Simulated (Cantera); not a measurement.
A freely propagating, adiabatic, planar premixed flame of 6.30 % CH4, 2.14 % C2H6, 22.3 % O2, 69.3 % N2, equivalence ratio 0.90, unburnt at 550 K and 100.0 Torr; mixture-averaged transport, grid criteria slope 0.08 and curve 0.16, no radiation.

Detailed kinetics in Cantera: GRI-Mech 3.0 (53 species, 325 reactions). Burning velocities carry a grid error of a few per cent, more on coarse grids.

Question: Predict: laminar burning velocity; thermal thickness; peak x(CO); peak x(HO2).

Answer: 
```
Item                        Result
------------------------  --------
laminar burning velocity  181 cm/s
thermal thickness          1.70 mm
peak x(CO)                  0.0645
peak x(HO2)               0.000246
```
